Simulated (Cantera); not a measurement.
An isothermal, constant-pressure homogeneous reactor starts with NO : N₂ = 1 : 0.68 (molar parts), at 1698 K and 6400 Pa. Integrator tolerance rtol = 1e-08.

Computed with Cantera and GRI-Mech 3.0 (53 species, 325 reactions).

Question: What does this change do: temperature 1698 to 1625 K?

Answer: 
```csv
quantity,before,after
x(NO) at 20.0 s,0.516 (gas-phase equilibrium 0.00324),0.559 (gas-phase equilibrium 0.00242)
x(N₂) at 20.0 s,0.444 (gas-phase equilibrium 0.701),0.423 (gas-phase equilibrium 0.701)
x(NO₂) at 20.0 s,0.000177 (gas-phase equilibrium 3.05e-6),0.000160 (gas-phase equilibrium 2.74e-6)
x(O₂) at 20.0 s,0.0392 (gas-phase equilibrium 0.296),0.0182 (gas-phase equilibrium 0.296)
x(N₂O) at 20.0 s,9.21e-5 (gas-phase equilibrium 4.51e-8),0.000106 (gas-phase equilibrium 3.43e-8)
x(O) at 20.0 s,3.87e-5 (gas-phase equilibrium 9.47e-5),1.26e-5 (gas-phase equilibrium 4.21e-5)
```

Question: What does this change do: pressure from 6400 Pa to 1100 Pa?

Answer: 
```tsv
quantity	before	after
x(NO) at 20.0 s	0.516 (gas-phase equilibrium 0.00324)	0.579 (gas-phase equilibrium 0.00324)
x(N₂) at 20.0 s	0.444 (gas-phase equilibrium 0.701)	0.413 (gas-phase equilibrium 0.701)
x(NO₂) at 20.0 s	0.000177 (gas-phase equilibrium 3.05e-6)	3.61e-5 (gas-phase equilibrium 1.27e-6)
x(O₂) at 20.0 s	0.0392 (gas-phase equilibrium 0.296)	0.00820 (gas-phase equilibrium 0.296)
x(N₂O) at 20.0 s	9.21e-5 (gas-phase equilibrium 4.51e-8)	0.000109 (gas-phase equilibrium 1.87e-8)
x(O) at 20.0 s	3.87e-5 (gas-phase equilibrium 9.47e-5)	6.31e-5 (gas-phase equilibrium 0.000228)
```
Radical loss at walls, strong at low pressure, is not modelled.
